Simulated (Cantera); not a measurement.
Mixture: 26.8 % H2, 15.4 % O2, 57.8 % N2, equivalence ratio 0.87, at 24.0 bar, adiabatic and at constant volume. Ignition delay is the time to a rise of 400 K.

Computed with Cantera and GRI-Mech 3.0 (53 species, 325 reactions). The hydrogen kinetics of GRI-Mech 3.0 are dated; newer H2 mechanisms differ, most at raised pressure. The pressure lies above the range GRI-Mech 3.0 was tuned for (to about 10 atm).

Question: At T0 = 1475 K, what is the delay, and which 5 reactions control it most (d ln τ / d ln k, from doubling and halving each rate constant)?

Answer: The delay is 0.928 µs.
| reaction | d ln τ / d ln k | faster rate |
|---|---|---|
| H + O2 <=> O + OH | -1.39 | shortens it |
| H + O2 + N2 <=> HO2 + N2 | 0.49 | lengthens it |
| H + O2 + M <=> HO2 + M | 0.38 | lengthens it |
| H2 + O <=> H + OH | -0.19 | shortens it |
| H2 + OH <=> H + H2O | -0.12 | shortens it |
